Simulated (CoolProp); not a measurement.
Model: reference Helmholtz-energy equation of state, Lemmon 2006, in CoolProp. It is a short technical equation, of lower accuracy than the large ones.

Task: Give the vapour pressure (bar), liquid cp (kJ/(kg K)), vapour Z, surface tension (mN/m) of saturated acetone at 301.6, 329.6 K.

Result: 
```tsv
T (K)	p (bar)	liquid cp (kJ/(kg K))	vapour Z	surface tension (mN/m)
301.6	0.356	2.15	0.972	22.3
329.6	1.03	2.23	0.948	18.8
```

Surface tension comes from a separate correlation (Mulero 2012).
